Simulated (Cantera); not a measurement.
**Transport properties of process gases**

Gas mixture: 27.8 % C₂H₆, 22.9 % C₂H₂, 12.3 % C₂H₄, 37.0 % N₂, at 18.8 Torr, frozen composition.

Cantera's kinetic-theory transport with the Lennard-Jones parameters of GRI-Mech 3.0, ideal gas; thermal conductivity in the mixture-averaged form. The composition is frozen, though it would react at the higher temperatures.

```csv
T (K),ρ (kg/m³),cp (J/kg/K),μ (µPa s),λ (mW/m/K),Pr,D (cm²/s) O,D (cm²/s) H₂,D (cm²/s) C₂H₂
400,0.0212,1668,15.7,34.3,0.763,18.0,43.6,9.52
550,0.0154,1971,20.3,50.6,0.790,31.3,74.8,16.9
700,0.0121,2223,24.3,66.8,0.809,47.3,112,25.9
850,0.00995,2425,28.0,82.6,0.822,65.7,155,36.2
1000,0.00846,2606,31.4,97.9,0.835,86.3,204,47.9
1150,0.00736,2750,34.5,113,0.843,109,257,60.7
```
D: mixture-averaged diffusion coefficient of that species in the mixture.
